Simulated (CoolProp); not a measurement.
Dimethyl carbonate at several states: Z from the reference equation and from simpler models built on Tc = 557.0 K, pc = 4.909 MPa, ω = 0.346; each cubic takes its own stable root.

Values from CoolProp's reference Helmholtz-energy equation of state, Zhou 2011.

```
T (K)  p (MPa)   phase  reference
-----  -------  ------  ---------
394.6     1.15  liquid    0.03396
342.3     3.83  liquid     0.1202
443.3    0.015     gas     0.9978
567.7    0.685     gas     0.9535
495.5    0.138     gas     0.9858
561     0.0143     gas     0.9990
```

How far does each simpler model (van der Waals, Redlich-Kwong, Soave-Redlich-Kwong, Peng-Robinson) lie from the reference over these 6 states: mean and median of the absolute difference, and the worst?


- van der Waals: mean 23.8 %, median 0.5 %, worst +71.7 % at 394.6 K and 1.15 MPa
- Redlich-Kwong: mean 5.8 %, median 0.0 %, worst +18.3 % at 394.6 K and 1.15 MPa
- Soave-Redlich-Kwong: mean 4.0 %, median 0.1 %, worst +12.0 % at 394.6 K and 1.15 MPa
- Peng-Robinson: mean 0.4 %, median 0.3 %, worst -1.1 % at 394.6 K and 1.15 MPa
